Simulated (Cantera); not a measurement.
## Ammonia decomposition in nitride growth gas

An isothermal, constant-pressure homogeneous reactor starts with NH3 : N2 = 1 : 0.31 (molar parts), at 2000 K and 975 Torr.

Computed with Cantera and the gas-phase N/H chemistry of the illustrative SiF4/NH3 mechanism in the Surface Chemkin manual (1991). Walls and surfaces, which speed up NH3 decomposition in real reactors, are not modelled.

```csv
t (s),x NH3,x H2,x N2,x N,x H
8.00e-5,0.761,0.00142,0.237,1.29e-8,1.67e-6
0.000411,0.749,0.0117,0.238,6.67e-8,7.65e-6
0.00211,0.690,0.0614,0.247,2.73e-7,3.36e-5
0.0109,0.475,0.245,0.279,5.73e-7,0.000137
0.0558,0.119,0.548,0.333,6.62e-7,0.000459
0.287,0.00468,0.644,0.350,2.18e-7,0.00107
1.47,0.000429,0.648,0.350,2.48e-8,0.00115
7.57,7.43e-5,0.648,0.350,4.31e-9,0.00116
38.9,1.56e-5,0.648,0.350,9.04e-10,0.00116
200,8.09e-6,0.648,0.350,4.69e-10,0.00116
```
x: mole fraction; the columns are a selection and need not sum to one.

Equilibrium at this temperature and pressure: NH3 8.04e-6, H2 0.648, N2 0.350, N 4.66e-10, H 0.00116 (gas phase only).
